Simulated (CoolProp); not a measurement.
Normal hydrogen at 340.6 K and 1.64 MPa is throttled through a valve to 1.01 MPa with no heat exchange. Each further row changes one setting.

The numbers come from the reference Helmholtz-energy equation of state, Leachman 2009 in CoolProp.

```tsv
case	temperature change (K)	final phase	final density (kg/m³)
as stated	(withheld)	gas	0.715
outlet pressure 0.303 MPa	(withheld)	gas	(withheld)
outlet pressure 1.31 MPa	(withheld)	supercritical	0.926
```

**Question.** Some entries are withheld; supply them.

**Answer.** 
- as stated, temperature change (K): +0.2
- outlet pressure 0.303 MPa, temperature change (K): +0.5
- outlet pressure 0.303 MPa, final density (kg/m³): 0.215
- outlet pressure 1.31 MPa, temperature change (K): +0.1
